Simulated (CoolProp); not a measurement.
Properties of n-perfluoropentane along the isotherm 351.5 K.

The numbers come from the reference Helmholtz-energy equation of state, Gao 2022 in CoolProp.

| p (kPa) | phase | density (kg/m³) | speed of sound (m/s) |
|---|---|---|---|
| 1110 | liquid | 1413 | 314.9 |
| 2220 | liquid | 1426 | 330.8 |
| 3330 | liquid | 1439 | 345.3 |
| 4440 | liquid | 1450 | 358.6 |
| 5560 | liquid | 1461 | 371.0 |
| 6670 | liquid | 1471 | 382.6 |
| 7780 | liquid | 1480 | 393.5 |
| 8890 | liquid | 1488 | 403.8 |
| 10000 | liquid | 1497 | 413.5 |
